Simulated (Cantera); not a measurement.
Low-pressure radical oxidation in H2/O2

An isothermal, constant-pressure homogeneous reactor starts with H2 : O2 : N2 : H2O = 0.018 : 1 : 4.3 : 0.085 (molar parts), equivalence ratio 0.0090, at 1025 K and 7.50 Torr.

Computed with Cantera and the H2/O2 subset of GRI-Mech 3.0, which has no nitrogen chemistry. Radical loss at walls, strong at low pressure, is not modelled.

| t (s) | x H2 | x O2 | x HO2 | x O | x H |
|---|---|---|---|---|---|
| 0.000400 | 0.00333 | 0.185 | 3.54e-12 | <1e-12 | 2.78e-12 |
| 0.00132 | 0.00333 | 0.185 | 1.17e-11 | 6.22e-12 | 6.71e-12 |
| 0.00435 | 0.00333 | 0.185 | 3.90e-11 | 4.81e-11 | 1.99e-11 |
| 0.0143 | 0.00333 | 0.185 | 1.40e-10 | 9.22e-10 | 2.53e-10 |
| 0.0473 | 0.00333 | 0.185 | 3.73e-8 | 2.45e-6 | 6.52e-7 |
| 0.156 | 9.67e-5 | 0.183 | 6.89e-7 | 0.00137 | 0.000383 |
| 0.514 | 2.65e-5 | 0.183 | 4.42e-7 | 0.000387 | 5.57e-5 |
| 1.69 | 3.50e-6 | 0.184 | 1.52e-7 | 5.25e-5 | 2.76e-6 |
| 5.58 | 4.02e-7 | 0.184 | 3.11e-8 | 6.31e-6 | 1.15e-7 |
| 18.4 | 6.02e-8 | 0.184 | 6.04e-9 | 9.90e-7 | 7.17e-9 |
| 60.7 | 1.20e-8 | 0.184 | 1.36e-9 | 2.04e-7 | 6.69e-10 |
| 200 | 2.88e-9 | 0.184 | 3.70e-10 | 4.99e-8 | 8.11e-11 |
x: mole fraction; the columns are a selection and need not sum to one.

Equilibrium at this temperature and pressure: H2 8.11e-11, O2 0.184, HO2 1.72e-10, O 1.42e-9, H <1e-12 (gas phase only).
